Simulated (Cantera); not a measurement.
A perfectly stirred reactor is fed with CH₄ : H₂ : H = 0.015 : 1 : 0.1 (molar parts), at 13300 Pa; it is held at 1373 K, and followed from long to short residence time.

Detailed kinetics in Cantera: GRI-Mech 3.0 (53 species, 325 reactions). GRI-Mech 3.0 stops at C3 and has no aromatics, soot or wall deposition, so with more carbon than oxygen in the feed, carbon stays in small species such as C2H2 where larger ones or solid carbon would form.

x: mole fraction; the columns are a selection and need not sum to one.

| τ (s) | x CH₄ | x H₂ | x H | x CH₂ | x C₂H | x C₂H₆ |
|---|---|---|---|---|---|---|
| 9.5 | 0.0102 | 0.988 | 8.64e-5 | 1.06e-9 | 1.14e-10 | 1.71e-6 |
| 3.3 | 0.0103 | 0.988 | ? | ? | 1.92e-10 | ? |
| 1.2 | 0.0104 | 0.988 | 0.000240 | 8.02e-9 | 3.05e-10 | 3.48e-6 |
| 0.42 | 0.0106 | 0.987 | ? | ? | 4.76e-10 | ? |
| 0.15 | 0.0109 | 0.987 | 0.000666 | 5.93e-8 | 7.07e-10 | 8.67e-6 |
| 0.052 | 0.0112 | 0.986 | 0.00112 | 1.58e-7 | 1.01e-9 | 1.44e-5 |
| 0.018 | 0.0115 | 0.985 | 0.00190 | 4.02e-7 | 1.40e-9 | 2.36e-5 |
| 0.0065 | 0.0116 | 0.984 | 0.00319 | 9.24e-7 | 1.90e-9 | 3.64e-5 |
| 0.0023 | 0.0114 | 0.981 | 0.00553 | 1.98e-6 | 2.79e-9 | 5.26e-5 |

Question: Some entries are withheld; supply them.

Answer: 
- 3.3, x H: 0.000146
- 3.3, x CH₂: 2.98e-9
- 3.3, x C₂H₆: 2.39e-6
- 0.42, x H: 0.000402
- 0.42, x CH₂: 2.22e-8
- 0.42, x C₂H₆: 5.41e-6
